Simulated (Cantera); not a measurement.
A perfectly stirred reactor is fed with CH4 : CO : O2 : N2 : H2O = 1 : 0.54 : 2.95 : 11.1 : 1.3 (molar parts), equivalence ratio 0.77, at 10.0 bar; it is adiabatic with a 425 K inlet, and is followed from long to short residence time, starting on the burning branch (τ in s: 0.3, 0.13, 0.058, 0.025, 0.011, 0.0049, 0.0021, 0.00094, 0.00041, 0.00018, 7.9e-05, 3.5e-05).

Model: GRI-Mech 3.0 (53 species, 325 reactions), integrated in Cantera.

### Question
Predict: blow-out, bracketed by the residence times tried; x(CH4) at τ = 0.300 s; x(CO) at τ = 0.300 s; x(O2) at τ = 0.300 s; x(H) at τ = 0.300 s; x(O) at τ = 0.300 s; x(CH4) at τ = 2.10 ms; x(CO) at τ = 2.10 ms; x(O2) at τ = 2.10 ms; x(H) at τ = 2.10 ms; x(O) at τ = 2.10 ms.

### Answer
```
Property                                                                       Result
------------------------------------------------  -----------------------------------
blow-out, bracketed by the residence times tried  burning at 0.180 ms, out at 79.0 µs
x(CH4) at τ = 0.300 s                                                         6.01e-7
x(CO) at τ = 0.300 s                                                         0.000152
x(O2) at τ = 0.300 s                                                           0.0406
x(H) at τ = 0.300 s                                                           3.32e-6
x(O) at τ = 0.300 s                                                           3.16e-5
x(CH4) at τ = 2.10 ms                                                         4.41e-5
x(CO) at τ = 2.10 ms                                                          0.00158
x(O2) at τ = 2.10 ms                                                           0.0415
x(H) at τ = 2.10 ms                                                           2.74e-5
x(O) at τ = 2.10 ms                                                           9.51e-5
```
